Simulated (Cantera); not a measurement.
What does this Cantera script print?

```python
import numpy as np
import cantera as ct

gas = ct.Solution("gri30.yaml")
gas.TPX = 1375, 2666, {'C2H6': 1, 'N2': 2.5}
reactor = ct.IdealGasConstPressureReactor(gas, energy="off", clone=False)
net = ct.ReactorNet([reactor])
net.rtol, net.atol = 1e-08, 1e-18
show = ['C2H6', 'C2H', 'C2H2', 'C2H4', 'H', 'HCN']
times = np.geomspace(1e-06, 40, 15)

steps = ct.SolutionArray(gas, extra=["t"])
rows = []
print(f"{'t/s':>10s}{'T/K':>9s}{'P/Pa':>11s}" + "".join(f"{s:>11s}" for s in show))
for t in times:
    while net.time < t:
        t_next = net.step()
        steps.append(gas.state, t=t_next)
    rows.append([np.interp(t, steps.t, y) for y in (steps.T, steps.P, *steps(*show).X.T)])
    print(f"{t:10.3e}{rows[-1][0]:9.1f}{rows[-1][1]:11.4g}" + "".join(f"{x:11.3e}" for x in rows[-1][2:]))
rate = np.gradient(steps.T, steps.t)
print("integrator steps:", len(steps.t))
if steps.T.max() > steps.T[0] + 200:
    print(f"time of steepest temperature rise: {steps.t[rate.argmax()]:.4e} s")
gas.TPX = 1375, 2666, {'C2H6': 1, 'N2': 2.5}
gas.equilibrate("TP")
print(f"equilibrium (TP): T = {gas.T:.1f} K  " + "  ".join(f"{s} {gas[s].X[0]:.3e}" for s in show))
```

It prints:

```
       t/s      T/K       P/Pa       C2H6        C2H       C2H2       C2H4          H        HCN
 1.000e-06   1375.0       2666  2.857e-01  5.676e-30  4.366e-18  8.491e-11  2.038e-09  1.566e-21
 3.491e-06   1375.0       2666  2.857e-01  6.310e-27  4.845e-16  2.840e-09  6.313e-09  6.634e-20
 1.219e-05   1375.0       2666  2.857e-01  1.910e-23  6.636e-14  1.084e-07  4.741e-08  2.921e-18
 4.256e-05   1375.0       2666  2.855e-01  1.697e-19  1.415e-11  4.334e-06  6.233e-07  7.721e-16
 1.486e-04   1375.0       2666  2.847e-01  4.245e-15  9.811e-09  1.691e-04  7.118e-06  2.512e-12
 5.188e-04   1375.0       2666  2.765e-01  3.762e-11  7.402e-06  4.436e-03  3.946e-05  8.207e-10
 1.811e-03   1375.0       2666  2.266e-01  1.154e-09  6.826e-04  3.616e-02  6.823e-05  5.291e-09
 6.325e-03   1375.0       2666  1.033e-01  6.440e-09  9.438e-03  1.076e-01  8.739e-05  9.884e-09
 2.208e-02   1375.0       2666  8.990e-03  1.515e-08  4.488e-02  1.275e-01  7.354e-05  1.257e-08
 7.710e-02   1375.0       2666  3.486e-04  6.019e-09  7.987e-02  9.215e-02  1.966e-05  1.250e-08
 2.692e-01   1375.0       2666  2.214e-05  2.195e-09  1.029e-01  6.509e-02  6.092e-06  1.220e-08
 9.398e-01   1375.0       2666  8.194e-06  1.921e-09  1.279e-01  3.541e-02  4.690e-06  1.187e-08
 3.281e+00   1375.0       2666  6.941e-06  2.577e-09  1.536e-01  5.084e-03  5.704e-06  1.153e-08
 1.146e+01   1375.0       2666  6.562e-06  2.722e-09  1.574e-01  1.412e-03  5.987e-06  1.152e-08
 4.000e+01   1375.0       2666  5.685e-06  2.839e-09  1.594e-01  1.446e-03  6.328e-06  1.163e-08
integrator steps: 1397
equilibrium (TP): T = 1375.0 K  C2H6 3.083e-07  C2H 3.673e-09  C2H2 1.282e-01  C2H4 1.336e-03  H 1.258e-05  HCN 1.004e-01
```

Computed with Cantera and GRI-Mech 3.0 (53 species, 325 reactions). GRI-Mech 3.0 stops at C3 and has no aromatics, soot or wall deposition, so with more carbon than oxygen in the feed, carbon stays in small species such as C2H2 where larger ones or solid carbon would form. Radical loss at walls, strong at low pressure, is not modelled.
